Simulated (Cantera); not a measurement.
Feed: 1 mol B2H6, 140 mol H2, at 1500 °C and 0.290 bar.

These are equilibrium values from Cantera (NASA tables, ideal gas, pure condensed phases), not measurements of a reactor. Candidate condensed phases: B; 7 gas species. The feed counts by its element totals alone. The tables' values for BH2 are old estimates; treat these amounts as uncertain. Kinetics and transport are ignored.

Base state: H2 0.999, H 0.000528, BH2 0.000107 (mole fractions); condensed: B(s).

Task: What changes in the equilibrium state with this change: temperature from 1500 °C to 1702 °C?

Result: 
```csv
species,before,after
H2,0.999,0.997
H,0.000528,0.00254
BH2,0.000107,0.000403
BH3,9.87e-6,1.80e-5
"B(s), mol",1.98,1.94
```
Gases not in the tables: B2H6 and higher boranes.
